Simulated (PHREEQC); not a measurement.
Consider water at 25 °C with 0.0045 mol HF, 0.00021 mol (CH3)4NF and 0.0026 mol H2SiF6 per kg of water. Closed to the air; pH follows from the charge balance.

Computed with PHREEQC (ion-association model, wateq4f.dat).

```json
[
 {"quantity": "pH", "before": "2.29", "after": "2.48"},
 {"quantity": "ionic strength (mol/kgw)", "before": "0.00827", "after": "0.00527"},
 {"quantity": "HF (mol/kgw)", "before": "0.00429", "after": "0.0106"},
 {"quantity": "F- (mol/kgw)", "before": "0.000623", "after": "0.000865"},
 {"quantity": "H4SiO4 (mol/kgw)", "before": "5.36e-5", "after": "0.00114"},
 {"quantity": "H2F2 (mol/kgw)", "before": "4.81e-5", "after": "4.10e-5"},
 {"quantity": "SI of Quartz (SiO2)", "before": "-0.29", "after": "+0.41"}
]
```

**Question.** Name the change that produced these shifts.
(A) H2SiF6 from 0.0026 to 0.013 mol/kgw
(B) HF replaced by (NH4)2SiF6 at the same molality
(C) (CH3)4NF replaced by TMAH at the same molality
(D) temperature from 25 to 75 °C

**Answer.** D, temperature from 25 to 75 °C

This is a speciation only: nothing precipitates in the calculation. Some of these states are supersaturated (in Quartz (slow to form), Chalcedony (slow to form), for instance). (CH3)4N+ isn't in the database: it is added as a free cation with an ion size of 4 Å. At this temperature some constants are extrapolated from 25 °C, and those without enthalpy data are left unchanged. SiF6-2 is the database's only silicon fluoride.
